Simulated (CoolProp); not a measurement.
Properties of octamethyltrisiloxane (MDM) along the isobar 459 kPa.

Computed with CoolProp (reference Helmholtz-energy equation of state, Thol 2017).

| T (°C) | phase | cp (kJ/(kg K)) | cv (kJ/(kg K)) | expansivity (1/kK) | fugacity coefficient |
|---|---|---|---|---|---|
| 4.15 | liquid | 1.738 | 1.427 | 1.177 | 0.0002574 |
| 17.15 | liquid | 1.765 | 1.454 | 1.205 | 0.0006745 |
| 30.05 | liquid | 1.794 | 1.482 | 1.236 | 0.001583 |
| 43.05 | liquid | 1.825 | 1.512 | 1.271 | 0.003418 |
| 55.95 | liquid | 1.856 | 1.543 | 1.311 | 0.006789 |
| 68.85 | liquid | 1.888 | 1.575 | 1.355 | 0.01260 |
| 81.85 | liquid | 1.921 | 1.608 | 1.405 | 0.02213 |
| 94.75 | liquid | 1.955 | 1.641 | 1.461 | 0.03670 |
| 107.75 | liquid | 1.989 | 1.674 | 1.526 | 0.05829 |
| 120.65 | liquid | 2.023 | 1.707 | 1.601 | 0.08847 |
| 133.55 | liquid | 2.057 | 1.740 | 1.688 | 0.1294 |
| 146.55 | liquid | 2.093 | 1.773 | 1.793 | 0.1835 |
| 159.45 | liquid | 2.129 | 1.806 | 1.918 | 0.2517 |
| 172.45 | liquid | 2.167 | 1.838 | 2.074 | 0.3368 |
